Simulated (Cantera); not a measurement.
What does this Cantera script print?

```python
import numpy as np
import cantera as ct

gas = ct.Solution("h2o2.yaml")
gas.TPX = 700, 500000, {'H2': 1, 'O2': 0.455, 'N2': 1.71}
inlet = ct.Reservoir(gas, clone=True)
gas.equilibrate("HP")  # start burning
reactor = ct.IdealGasConstPressureReactor(gas, energy="on", clone=False)
exhaust = ct.Reservoir(gas, clone=True)
tau = [0.03, 0.013, 0.0053, 0.0023, 0.00095, 0.0004, 0.00017, 7.2e-05, 3e-05, 1.3e-05, 5.4e-06][0]
for a, b in ((inlet, reactor), (reactor, exhaust)):
    ct.MassFlowController(a, b, mdot=lambda t: reactor.mass / tau)
net = ct.ReactorNet([reactor])
show = ['H2', 'O2', 'H', 'O', 'OH', 'H2O', 'H2O2']

rows = []
print(f"{'tau/s':>10s}{'T/K':>9s}" + "".join(f"{s:>11s}" for s in show))
for tau in [0.03, 0.013, 0.0053, 0.0023, 0.00095, 0.0004, 0.00017, 7.2e-05, 3e-05, 1.3e-05, 5.4e-06]:
    net.initial_time = 0.0
    net.advance(30 * tau)
    before = gas.X
    net.advance(40 * tau)
    drift = np.max(np.abs(gas.X - before) / (gas.X + 1e-9))
    rows.append([gas.T, *gas[show].X, drift])
    print(f"{tau:10.3e}{gas.T:9.1f}" + "".join(f"{x:11.3e}" for x in gas[show].X))
```

Output:

```
     tau/s      T/K         H2         O2          H          O         OH        H2O       H2O2
 3.000e-02   2669.8  4.015e-02  2.173e-03  4.633e-03  6.729e-04  9.114e-03  3.184e-01  3.310e-07
 1.300e-02   2668.2  4.026e-02  2.221e-03  4.693e-03  6.856e-04  9.187e-03  3.182e-01  3.355e-07
 5.300e-03   2664.4  4.053e-02  2.339e-03  4.844e-03  7.176e-04  9.367e-03  3.176e-01  3.467e-07
 2.300e-03   2656.4  4.109e-02  2.582e-03  5.159e-03  7.852e-04  9.732e-03  3.165e-01  3.691e-07
 9.500e-04   2639.0  4.230e-02  3.119e-03  5.873e-03  9.420e-04  1.050e-02  3.140e-01  4.155e-07
 4.000e-04   2606.3  4.448e-02  4.116e-03  7.280e-03  1.261e-03  1.181e-02  3.095e-01  4.931e-07
 1.700e-04   2551.6  4.790e-02  5.766e-03  9.845e-03  1.865e-03  1.369e-02  3.022e-01  6.055e-07
 7.200e-05   2467.8  5.258e-02  8.238e-03  1.423e-02  2.918e-03  1.590e-02  2.917e-01  7.583e-07
 3.000e-05   2349.2  5.825e-02  1.168e-02  2.126e-02  4.577e-03  1.781e-02  2.780e-01  9.801e-07
 1.300e-05   2205.5  6.408e-02  1.593e-02  3.075e-02  6.650e-03  1.854e-02  2.628e-01  1.330e-06
 5.400e-06   2026.8  7.125e-02  2.195e-02  4.309e-02  8.890e-03  1.747e-02  2.449e-01  2.073e-06
```

Cantera simulation using the H2/O2 subset of GRI-Mech 3.0, which has no nitrogen chemistry; the numbers are that mechanism's predictions, not measurements. The hydrogen kinetics of GRI-Mech 3.0 are dated; newer H2 mechanisms differ, most at raised pressure.
